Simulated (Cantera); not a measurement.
# Reactions in the system B-N-O

Cantera with NASA thermochemical tables; ideal gases at 1 bar, condensed phases pure. Values are per mole of reaction as written; species without (g) are pure solids or liquids, kept so even where they would boil at 1 bar.

B₂O₃(g) + N₂O(g) ⇌ 2 BN + 4 O(g)

```tsv
T (K)	ΔH° (kJ)	ΔS° (J/K)	ΔG° (kJ)	log10 K
1423	1272.9	203.1	984.0	-36.12
1523	1274.9	204.4	963.6	-33.05
1623	1276.8	205.6	943.1	-30.35
1723	1278.7	206.7	922.5	-27.97
1823	1280.5	207.8	901.7	-25.84
1923	1282.3	208.7	880.9	-23.93
2023	1284.0	209.6	860.0	-22.21
```

2 B + 6 NO(g) ⇌ B₂O₃(g) + 3 N₂O(g)

```json
[
 {"T (K)": "1423", "ΔH° (kJ)": "-1135.1", "ΔS° (J/K)": "-332.1", "ΔG° (kJ)": "-662.5", "log10 K": "24.32"},
 {"T (K)": "1523", "ΔH° (kJ)": "-1134.2", "ΔS° (J/K)": "-331.5", "ΔG° (kJ)": "-629.3", "log10 K": "21.58"},
 {"T (K)": "1623", "ΔH° (kJ)": "-1133.3", "ΔS° (J/K)": "-330.9", "ΔG° (kJ)": "-596.2", "log10 K": "19.19"},
 {"T (K)": "1723", "ΔH° (kJ)": "-1132.3", "ΔS° (J/K)": "-330.3", "ΔG° (kJ)": "-563.2", "log10 K": "17.07"},
 {"T (K)": "1823", "ΔH° (kJ)": "-1131.4", "ΔS° (J/K)": "-329.8", "ΔG° (kJ)": "-530.2", "log10 K": "15.19"},
 {"T (K)": "1923", "ΔH° (kJ)": "-1130.5", "ΔS° (J/K)": "-329.3", "ΔG° (kJ)": "-497.2", "log10 K": "13.51"},
 {"T (K)": "2023", "ΔH° (kJ)": "-1129.6", "ΔS° (J/K)": "-328.9", "ΔG° (kJ)": "-464.3", "log10 K": "11.99"}
]
```

3 N₂O(g) + 2 BN ⇌ B₂O₃(g) + 4 N₂(g)

```
T (K)  ΔH° (kJ)  ΔS° (J/K)  ΔG° (kJ)  log10 K
-----  --------  ---------  --------  -------
1423     -598.3      345.4   -1089.9    40.01
1523     -601.6      343.2   -1124.3    38.56
1623     -605.0      341.1   -1158.5    37.29
1723     -608.4      339.0   -1192.5    36.15
1823     -611.8      337.1   -1226.4    35.14
1923     -615.2      335.3   -1260.0    34.22
2023     -618.7      333.5   -1293.4    33.40
```
